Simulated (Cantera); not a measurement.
Feed: 1 mol Fe(CO)5, 0.012 mol O2, 1 mol N2.

These are equilibrium values from Cantera (NASA tables, ideal gas, pure condensed phases), not measurements of a reactor. Candidate condensed phases: C, Fe, Fe(CO)5, FeO, Fe2O3, Fe3O4; 27 gas species. The tables' stoichiometric FeO is somewhat more stable than real wüstite, so its field is too wide. FeO: taken at fixed stoichiometry. Condensed phases not in the tables: cementite and carbon dissolved in iron. The numbers say what is thermodynamically allowed, not how fast it happens.

Stable condensed phases, one row left out:

```
T in °C \ P in Pa
              10      42     180     750    3200   13000   56000  240000 1000000
    952        A       A       A       A       A       A       B       B       B
    927        A       A       A       A       A       A       B       B       B
    902        A       A       A       A       A       A       B       B       B
    877        A       A       A       A       A       A       B       B       C
    852        A       A       A       A       A       B       B       B       C
    827        A       A       A       A       A       B       B       B       C
    802        A       A       A       A       A       B       B       B       C
    752        A       A       A       A       B       B       B       C       C
    727        A       A       A       A       B       B       B       C       C
    702        A       A       A       B       B       B       C       C       C
    677        A       A       A       B       B       B       C       C       C
    652        A       A       A       B       B       B       C       C       C
    627        A       A       B       B       B       C       C       C       C
```

A: Fe; B: C + Fe; C: C + FeO.

Give the row for 777 °C.

10: Fe; 42: Fe; 180: Fe; 750: Fe; 3200: C + Fe; 13000: C + Fe; 56000: C + Fe; 240000: C + FeO; 1000000: C + FeO.
